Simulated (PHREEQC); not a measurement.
A solution holds 0.12 mol K2HPO4 per kg of water, at 25 °C. Closed to the air; pH follows from the charge balance.

Equilibrium calculation in PHREEQC: ion-association model, phreeqc.dat.

```csv
quantity,before,after
pH,9.09,12.05
ionic strength (mol/kgw),0.338,0.679
HPO4-2 (mol/kgw),0.108,0.0160
H2PO4- (mol/kgw),0.000495,6.65e-8
PO4-3 (mol/kgw),0.000476,0.102
```

What was changed between the two runs?
A) K2HPO4 from 0.12 to 0.18 mol/kgw
B) K2HPO4 from 0.12 to 0.06 mol/kgw
C) K2HPO4 from 0.12 to 0.24 mol/kgw
D) K2HPO4 replaced by Na3PO4 at the same molality
E) diluted 2-fold with water

D, K2HPO4 replaced by Na3PO4 at the same molality

No solid was allowed to form.
